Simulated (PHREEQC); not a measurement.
Alkaline etch or developer

Make-up at 20 °C: 0.094 mol TMAH, 0.00036 mol Na2SiO3 and 0.0052 mol K2CO3 per kg of water. Closed to the air; pH follows from the charge balance.

The numbers come from PHREEQC with the ion-association model, phreeqc.dat.

No solid was allowed to form.

Predict the pH, ionic strength.

pH 13.02; ionic strength 0.111 mol/kgw.

In which forms is Na present?

Na+ 97 %, NaCO3- 2.7 % of the Na.

Complexes and solids missing from the database can't appear. (CH3)4N+ isn't in the database: it is added as a free cation with an ion size of 4 Å.
